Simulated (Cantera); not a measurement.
Transport properties of process gases

Gas mixture: C2H6 = 0.33 (molar parts), at 17.0 Pa, frozen composition.

Cantera's kinetic-theory transport with the Lennard-Jones parameters of GRI-Mech 3.0, ideal gas; thermal conductivity in the multicomponent form. The composition is frozen, though it would react at the higher temperatures.

```
T (K)  ρ (kg/m³)  cp (J/kg/K)  μ (µPa s)  λ (mW/m/K)     Pr  D (cm²/s) C2H2  D (cm²/s) CO2  D (cm²/s) O
-----  ---------  -----------  ---------  ----------  -----  --------------  -------------  -----------
400     0.000154         2167       12.3        35.5  0.752            1190           1110         2280
500     0.000123         2585       15.0        51.5  0.753            1800           1680         3380
600     0.000102         2972       17.4        68.8  0.753            2500           2340         4640
700      8.78e-5         3308       19.7        86.6  0.753            3290           3090         6040
800      7.69e-5         3591       21.8         104  0.753            4160           3910         7580
900      6.83e-5         3837       23.8         122  0.752            5100           4810         9250
1000     6.15e-5         4080       25.7         140  0.751            6120           5770        11100
1100     5.59e-5         4276       27.6         157  0.751            7210           6800        13000
1200     5.12e-5         4449       29.3         174  0.750            8370           7900        15000
```
D: mixture-averaged diffusion coefficient of that species in the mixture.
